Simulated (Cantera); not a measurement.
Source: NASA polynomial tables (part measured, part estimated), evaluated in Cantera. Values are per mole of reaction as written; species without (g) are pure solids or liquids, kept so even where they would boil at 1 bar.

2 SF4(g) + 4 Ca(g) = S2(g) + 4 CaF2

| T (K) | ΔH° (kJ) | ΔS° (J/K) | ΔG° (kJ) | log10 K |
|---|---|---|---|---|
| 448 | -3949.3 | -687.1 | -3641.5 | 424.57 |
| 523 | -3943.9 | -676.0 | -3590.4 | 358.58 |
| 598 | -3938.6 | -666.5 | -3540.1 | 309.21 |
| 673 | ? | ? | ? | ? |
| 748 | ? | ? | ? | ? |
| 823 | ? | ? | ? | ? |
| 898 | ? | ? | ? | ? |

### Question
Fill in the missing entries.

### Answer

- 673, ΔH° (kJ): -3933.2
- 673, ΔS° (J/K): -658.0
- 673, ΔG° (kJ): -3490.4
- 673, log10 K: 270.90
- 748, ΔH° (kJ): -3927.5
- 748, ΔS° (J/K): -649.9
- 748, ΔG° (kJ): -3441.3
- 748, log10 K: 240.31
- 823, ΔH° (kJ): -3921.2
- 823, ΔS° (J/K): -641.9
- 823, ΔG° (kJ): -3392.9
- 823, log10 K: 215.34
- 898, ΔH° (kJ): -3914.2
- 898, ΔS° (J/K): -633.8
- 898, ΔG° (kJ): -3345.1
- 898, log10 K: 194.57
